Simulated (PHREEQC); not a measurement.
Solution (45 °C): 84 mmol/kgw NH3. Closed to the air; pH follows from the charge balance.

Equilibrium calculation in PHREEQC: ion-association model, wateq4f.dat.

```
Property                    Value
----------------  ---------------
pH                          10.50
ionic strength    0.00129 mol/kgw
total alkalinity      84.0 meq/kg
```

| species | molality | activity | log γ |
|---|---|---|---|
| NH3 | 0.0827 | 0.0827 | 0.000 |
| OH- | 0.00129 | 0.00123 | -0.018 |
| NH4+ | 0.00129 | 0.00123 | -0.018 |

No solid was allowed to form. Constants without temperature data keep their 25 °C values here.
